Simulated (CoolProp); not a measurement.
The fluoroketone C6F12O (FK-5-1-12) along the isobar 0.757 MPa: Z from the reference equation and from simpler models built on Tc = 168.7 °C, pc = 1.869 MPa, ω = 0.471; each cubic takes its own stable root.

The numbers come from the reference Helmholtz-energy equation of state, McLinden 2015 in CoolProp.

| T (°C) | phase | reference |
|---|---|---|
| -14.25 | liquid | 0.06471 |
| -2.85 | liquid | 0.06314 |
| 8.55 | liquid | 0.06177 |
| 19.95 | liquid | 0.06058 |
| 31.45 | liquid | 0.05955 |
| 42.85 | liquid | 0.05871 |
| 54.25 | liquid | 0.05803 |
| 65.65 | liquid | 0.05754 |
| 77.15 | liquid | 0.05725 |
| 88.55 | liquid | 0.05718 |

Q: How far does each simpler model (van der Waals, Redlich-Kwong, Soave-Redlich-Kwong, Peng-Robinson) lie from the reference over these 10 states: mean and median of the absolute difference, and the worst?

A: 
- van der Waals: mean 184.2 %, median 70.0 %, worst +1211.5 % at 88.55 °C and 0.757 MPa
- Redlich-Kwong: mean 17.8 %, median 17.3 %, worst +21.5 % at 88.55 °C and 0.757 MPa
- Soave-Redlich-Kwong: mean 9.8 %, median 9.6 %, worst +11.2 % at 88.55 °C and 0.757 MPa
- Peng-Robinson: mean 2.8 %, median 3.0 %, worst -3.3 % at 31.45 °C and 0.757 MPa

At some of these states van der Waals gives the other phase, because its saturation line lies elsewhere.
